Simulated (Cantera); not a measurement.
A freely propagating, adiabatic, planar premixed flame of CH4 : C2H6 : O2 : N2 = 1 : 0.042 : 1.53 : 5.77 (molar parts), unburnt at 600 K and 0.250 bar; mixture-averaged transport, grid criteria slope 0.08 and curve 0.16, no radiation.

Computed with Cantera and GRI-Mech 3.0 (53 species, 325 reactions). Burning velocities carry a grid error of a few per cent, more on coarse grids.

Problem. What does this change do: inlet temperature 600 to 723 K?

Solution. 
```tsv
quantity	before	after
laminar burning velocity	110 cm/s	167 cm/s
thermal thickness	1.42 mm	1.26 mm
peak x(CH2O)	0.00121	0.00134
peak x(H)	0.0118	0.0137
```
